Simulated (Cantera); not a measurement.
Feed: 1 mol Si₃N₄, 390 mol H₂, 0.63 mol N₂, 0.0014 mol H₂O, equilibrated at 4.20 Torr.

Method: chemical equilibrium by Gibbs-energy minimisation in Cantera with the NASA 1993 tables (ideal gas, pure condensed phases). Candidate condensed phases: H₂O, Si, SiO₂, Si₂N₂O, Si₃N₄; 35 gas species. Mutual solubility and eutectic melting of coexisting phases are not modelled. Kinetics and transport are ignored.

x: gas mole fraction; n: condensed amount in mol.

```json
[
 {"T (°C)": "500", "x H₂": "0.998", "x N₂": "0.00161", "x H": "1.21e-11", "x SiO": "<1e-12", "x NH₃": "8.89e-7", "n Si₂N₂O(s)": "0.00140", "n Si₃N₄(s)": "0.999"},
 {"T (°C)": "575", "x H₂": "0.998", "x N₂": "0.00161", "x H": "2.54e-10", "x SiO": "<1e-12", "x NH₃": "4.24e-7", "n Si₂N₂O(s)": "0.00140", "n Si₃N₄(s)": "0.999"},
 {"T (°C)": "650", "x H₂": "0.998", "x N₂": "0.00161", "x H": "3.27e-9", "x SiO": "<1e-12", "x NH₃": "2.27e-7", "n Si₂N₂O(s)": "0.00140", "n Si₃N₄(s)": "0.999"},
 {"T (°C)": "725", "x H₂": "0.998", "x N₂": "0.00161", "x H": "(withheld)", "x SiO": "<1e-12", "x NH₃": "(withheld)", "n Si₂N₂O(s)": "0.00140", "n Si₃N₄(s)": "0.999"},
 {"T (°C)": "800", "x H₂": "0.998", "x N₂": "0.00161", "x H": "1.87e-7", "x SiO": "2.32e-12", "x NH₃": "8.31e-8", "n Si₂N₂O(s)": "0.00140", "n Si₃N₄(s)": "0.999"},
 {"T (°C)": "875", "x H₂": "0.998", "x N₂": "0.00161", "x H": "9.57e-7", "x SiO": "1.68e-10", "x NH₃": "5.53e-8", "n Si₂N₂O(s)": "0.00140", "n Si₃N₄(s)": "0.999"},
 {"T (°C)": "950", "x H₂": "0.998", "x N₂": "0.00161", "x H": "(withheld)", "x SiO": "(withheld)", "x NH₃": "(withheld)", "n Si₂N₂O(s)": "0.00140", "n Si₃N₄(s)": "0.999"},
 {"T (°C)": "1025", "x H₂": "0.998", "x N₂": "0.00161", "x H": "1.43e-5", "x SiO": "1.94e-7", "x NH₃": "2.81e-8", "n Si₂N₂O(s)": "0.00132", "n Si₃N₄(s)": "0.999"},
 {"T (°C)": "1100", "x H₂": "0.998", "x N₂": "0.00162", "x H": "4.45e-5", "x SiO": "3.58e-6", "x NH₃": "2.11e-8", "n Si₂N₂O(s)": "0", "n Si₃N₄(s)": "1.000"}
]
```

Fill in the missing entries.


- 950, x H: 4.01e-6
- 950, x SiO: 7.12e-9
- 950, x NH₃: 3.86e-8
- 725, x H: 2.87e-8
- 725, x NH₃: 1.32e-7
